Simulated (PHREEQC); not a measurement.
# Buffer

Solution (53 °C): 0.0023 mol/kgw NaHCO3 and 0.000345 mol/kgw NaOH. Closed to the air; pH follows from the charge balance.

All values are PHREEQC results (ion-association model, phreeqc.dat), not measurements.

The pH comes out as 9.13 and the ionic strength is 0.00283 mol/kgw. The specific conductance comes out as 444 µS/cm and the total alkalinity is 2.65 meq/kg.

| species | molality | activity | log γ |
|---|---|---|---|
| Na+ | 0.00261 | 0.00246 | -0.026 |
| HCO3- | 0.00204 | 0.00192 | -0.026 |
| CO3-2 | 0.000224 | 0.000176 | -0.105 |
| OH- | 9.27e-5 | 8.72e-5 | -0.027 |
| NaCO3- | 3.11e-5 | 2.93e-5 | -0.027 |
| CO2 | 2.78e-6 | 2.78e-6 | 0.000 |
| NaHCO3 | 2.29e-6 | 2.30e-6 | 0.000 |

No solid was allowed to form. Constants without temperature data keep their 25 °C values here.
